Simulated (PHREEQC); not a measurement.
Dissolve 0.4 mol/kgw HF, 0.001 mol/kgw (NH4)2SiF6, 0.18 mol/kgw H3BO3, 0.022 mol/kgw HCl and 0.013 mol/kgw NaCl at 25 °C. Closed to the air; pH follows from the charge balance.

All values are PHREEQC results (ion-association model, phreeqc.dat), not measurements.

No solid was allowed to form.

Task: Order these B species by the share of B that they hold, largest first: BF4-, BF3OH-, BF2(OH)2-, H3BO3.

Result: BF4- (52 %), H3BO3 (44 %), BF3OH- (2.8 %), BF2(OH)2- (0.55 %)

The pH is 1.00 and the ionic strength 0.138 mol/kgw. Saturation is exceeded, for instance for Quartz (slow to form); the values hold only as long as no solid forms. SiF6-2 is the database's only silicon fluoride. Real BF4- forms and hydrolyses slowly; the run takes it at equilibrium.
